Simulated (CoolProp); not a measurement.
Computed with CoolProp (reference Helmholtz-energy equation of state, Lemmon 2006). It is a short technical equation, of lower accuracy than the large ones.

Problem. Give the vapour pressure (MPa), liquid viscosity (µPa s), liquid conductivity (mW/(m K)) of saturated C3F8 (R218) at 211.6, 331.8 K.

Solution. 
```csv
T (K),p (MPa),liquid viscosity (µPa s),liquid conductivity (mW/(m K))
211.6,0.0282,676,68.6
331.8,1.97,88.2,37.4
```

Viscosity comes from a separate model (Huber 2003), an estimate that may be off by 10 % or more. Thermal conductivity comes from a separate model (Huber 2003), an estimate that may be off by 10 % or more.
